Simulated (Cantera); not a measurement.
A Cantera script and what it prints.

```python
import numpy as np
import cantera as ct

gas_names = """
    H HO2 H2 H2O H2O2 Li LiH LiO LiOH Li2 Li2O Li2O2 Li2O2H2 O OH O2 O3
""".split()
cond_names = """
    H2O(s) H2O(L) Li(cr) Li(L) LiH(s) LiH(L) LiOH(s) LiOH(L) Li2O(s) Li2O(L)
""".split()


# ... load() reads the species with a 1 bar reference pressure and builds the phases ...
atoms = {
    'LiOH': {'Li': 1, 'O': 1, 'H': 1},
    'H2': {'H': 2},
    'O2': {'O': 2},
}
top_T = {}  # K; cautious upper limits of use, not melting points


# ... equilibrate(T, P, feed) seeds the gas with the atoms and calls Mixture.equilibrate('TP', solver="vcs", rtol=1e-11, max_steps=5000) ...
results = []
feed = {'LiOH': 1, 'H2': 2.6, 'O2': 0.16}  # mol
T = 948.15  # K
P = 280  # Pa
mix = equilibrate(T, P, feed)
results.append((T, P, feed, dict(zip(mix.species_names, mix.species_moles))))
x = sorted(zip(gas.X, gas.species_names), reverse=True)
print(f"T = {T:g} K  P = {P:g} Pa  gas = {mix.phase_moles(0):.4g} mol")
print("   x: " + "  ".join(f"{s} {v:.3e}" for v, s in x if v > 0.001))
print("   condensed (mol): " + ("  ".join(f"{mix.phase(i).name} {mix.phase_moles(i):.4g}"
      for i in range(1, mix.n_phases) if mix.phase_moles(i) > 1e-12) or "none"))
```

Result:

```
T = 948.15 K  P = 280 Pa  gas = 3.1 mol
   x: H2 7.355e-01  H2O 2.645e-01
   condensed (mol): Li2O(s) 0.4999
```

Equilibrium computed with Cantera from the NASA thermochemical tables; the gas is ideal and each condensed phase is pure.
